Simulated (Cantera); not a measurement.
A perfectly stirred reactor is fed with 1.69 % H2, 76.8 % O2, 21.5 % N2, at 10.5 Torr; it is held at 975 K, and followed from long to short residence time.

Model: GRI-Mech 3.0 (53 species, 325 reactions), integrated in Cantera. Radical loss at walls, strong at low pressure, is not modelled.

x: mole fraction; the columns are a selection and need not sum to one.

| τ (s) | x H2 | x O2 | x NO | x H2O2 | x N2O | x NO2 |
|---|---|---|---|---|---|---|
| 0.99 | 0.000279 | 0.765 | 2.25e-9 | 4.69e-8 | 2.23e-9 | 1.18e-12 |
| 0.50 | 0.000406 | 0.765 | 3.03e-9 | 5.57e-8 | 1.82e-9 | 1.16e-12 |
| 0.26 | ___ | 0.764 | ___ | ___ | ___ | 1.10e-12 |
| 0.13 | 0.000861 | 0.764 | 4.93e-9 | 7.90e-8 | 1.09e-9 | <1e-12 |
| 0.066 | 0.00127 | 0.763 | 5.68e-9 | 9.41e-8 | 7.94e-10 | <1e-12 |
| 0.034 | 0.00188 | 0.762 | 5.81e-9 | 1.11e-7 | 5.47e-10 | <1e-12 |
| 0.017 | ___ | 0.762 | ___ | ___ | 3.42e-10 | <1e-12 |
| 0.0088 | 0.00435 | 0.761 | 3.38e-9 | 1.51e-7 | 1.96e-10 | <1e-12 |
| 0.0045 | 0.00667 | 0.762 | 1.62e-9 | 1.65e-7 | 9.53e-11 | <1e-12 |
| 0.0023 | 0.0101 | 0.764 | 4.47e-10 | 1.48e-7 | 3.63e-11 | <1e-12 |

Q: What belongs in the gaps?

A: 
- 0.26, x H2: 0.000583
- 0.26, x NO: 3.93e-9
- 0.26, x H2O2: 6.60e-8
- 0.26, x N2O: 1.45e-9
- 0.017, x H2: 0.00287
- 0.017, x NO: 4.97e-9
- 0.017, x H2O2: 1.31e-7
